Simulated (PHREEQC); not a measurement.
0.025 g of hydrous ferric oxide (600 m²/g; 0.2 weak and 0.005 strong sites per Fe, Dzombak-Morel constants, diffuse double layer) in 1 kg of water with 0.005 mol/kgw of an inert sodium salt and 0.043 mmol/kgw Ag2SO4 and 0.013 mmol/kgw CaCl2, at 25 °C; the pH is set by adding NaOH or the inert anion's acid. Oxygen alone is held at its pressure in air (log pO2 = -0.68). The system is closed to CO2. Precipitation was switched off in this run.

Base run: PHREEQC, ion-association model, wateq4f.dat. Each further column changes one thing. The table gives S sorbed (%).

```csv
pH,base,no electrostatic term (-no_edl),background salt from 0.005 to 0.0005 mol/kgw,oxide from 0.025 to 0.12 g/kgw,0.00017 mol/kgw MgCl2 added
3,56.4,0.0,61.0,100.0,56.0
4,53.3,0.0,(withheld),99.8,52.9
4.5,47.5,0.0,52.0,99.3,(withheld)
5.5,27.8,0.0,(withheld),85.8,(withheld)
6.5,7.5,0.0,9.2,30.8,7.3
7.5,0.3,0.0,0.4,(withheld),0.3
8,0.0,0.0,0.0,(withheld),0.1
9,0.0,0.0,0.0,0.0,0.0
```

Some entries are withheld; supply them.


- 4, background salt from 0.005 to 0.0005 mol/kgw: 58.2
- 4.5, 0.00017 mol/kgw MgCl2 added: 47.1
- 5.5, background salt from 0.005 to 0.0005 mol/kgw: 31.0
- 5.5, 0.00017 mol/kgw MgCl2 added: 27.5
- 7.5, oxide from 0.025 to 0.12 g/kgw: 1.4
- 8, oxide from 0.025 to 0.12 g/kgw: 0.2

In at least one series the solution becomes supersaturated in solids that the run did not let form, among them Cerargyrite. The oxide is taken as insoluble; below pH 4 it would dissolve.
